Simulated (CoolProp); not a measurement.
Vapour-liquid equilibrium of propylene (1) + R134a (2) at 3.36 bar; x and y are mole fractions of (1).

Model: multi-fluid Helmholtz-energy mixture model, Lemmon 2013 and Tillner-Roth 1994; pair parameters Bell 2016, in CoolProp.

**Question.** Give the bubble temperature and the first vapour's composition at x = 0.2, 0.65, 0.95. Is there an azeotrope?

**Answer.** x = 0.2: 263.2 K, y = 0.484; x = 0.65: 255.4 K, y = 0.744; x = 0.95: 255.2 K, y = 0.934. y crosses x between x = 0.8 and 0.95: the model has an azeotrope there.

Pair parameters are fitted to limited data, so mixtures are less certain than the pure fluids.
